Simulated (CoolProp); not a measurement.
Vapour-liquid equilibrium of isobutene (1) + n-octane (2) at 1.13 bar; x and y are mole fractions of (1).

Computed with CoolProp (multi-fluid Helmholtz-energy mixture model, Lemmon 2005 and Beckmüller 2019; pair parameters Bell 2016).

| x | bubble temperature, mixture model (°C) | bubble temperature, Raoult's law (°C) | y, mixture model | y, Raoult's law |
|---|---|---|---|---|
| 0.05 | 97.7 | 92.2 | 0.620 | 0.696 |
| 0.2 | 48.4 | 45.5 | 0.952 | 0.962 |
| 0.35 | 28.2 | 26.5 | 0.985 | 0.988 |
| 0.5 | 16.3 | 15.3 | 0.994 | 0.995 |
| 0.65 | 8.2 | 7.6 | 0.998 | 0.998 |
| 0.8 | 2.0 | 1.8 | 0.999 | 0.999 |
| 0.95 | -2.8 | -2.8 | 1.000 | 1.000 |

The largest gap from Raoult's law is +5.5 K in bubble temperature, at x = 0.05. No azeotrope shows between x = 0.05 and 0.95.

Pair parameters are fitted to limited data, so mixtures are less certain than the pure fluids.
